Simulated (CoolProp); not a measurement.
Vapour-liquid equilibrium of cyclohexane (1) + n-octane (2) at 378.5 K; x and y are mole fractions of (1).

The numbers come from the multi-fluid Helmholtz-energy mixture model, Zhou 2014 and Beckmüller 2019; pair parameters Bell 2016 in CoolProp.

```
x     bubble pressure (MPa)  y at the bubble point  dew pressure at overall composition x (MPa)  liquid density (mol/L)
----  ---------------------  ---------------------  -------------------------------------------  ----------------------
0.05                0.06260                  0.152                                      0.05774                   5.611
0.15                0.07678                  0.376                                      0.06250                   5.810
0.25                0.09117                  0.533                                      0.06811                   6.022
0.35                 0.1057                  0.648                                      0.07482                   6.250
0.45                 0.1202                  0.736                                      0.08298                   6.494
0.55                 0.1347                  0.805                                      0.09311                   6.757
0.65                 0.1493                  0.862                                       0.1060                   7.042
0.75                 0.1640                  0.909                                       0.1230                   7.349
0.85                 0.1787                  0.949                                       0.1461                   7.684
0.95                 0.1935                  0.984                                       0.1790                   8.049
```

No azeotrope shows between x = 0.05 and 0.95.

The pair parameters rest on a limited set of measurements; away from them the model extrapolates.
